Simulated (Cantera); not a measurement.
Charge: 1 mol SiO2, 1.8 mol Cl2, 0.57 mol H2, held at 725 °C and 1330 Pa.

These are equilibrium values from Cantera (NASA tables, ideal gas, pure condensed phases), not measurements of a reactor. Candidate condensed phases: H2O, Si, SiO2; 30 gas species. Equilibrium is a limit: real reactors are often held back by kinetics, nucleation or transport.

Base state: Cl2 0.517, HCl 0.480, Cl 0.00235, H2O 1.76e-5 (mole fractions); condensed: SiO2(β-quartz).

Question: What changes in the equilibrium state with this change: temperature from 725 °C to 1175 °C?

Answer: 
| species | before | after |
|---|---|---|
| HCl | 0.480 | 0.430 |
| Cl2 | 0.517 | 0.358 |
| Cl | 0.00235 | 0.211 |
| SiCl4 | 9.83e-6 | 0.000224 |
| O2 | 9.96e-7 | 0.000203 |
| H2O | 1.76e-5 | 3.15e-5 |
| SiO2(β-quartz), mol | 1.000 | 0.999 |
The tables hold silica as quartz up to 1696 K and as liquid above; real silica turns to tridymite and cristobalite and melts near 1996 K.

Question: What changes in the equilibrium state with this change: H2 from 0.57 to 0.35 mol?

Answer: 
```csv
species,before,after
Cl2,0.517,0.672
HCl,0.480,0.325
Cl,0.00235,0.00268
H2O,1.76e-5,9.50e-6
"SiO2(β-quartz), mol",1.000,1.000
```
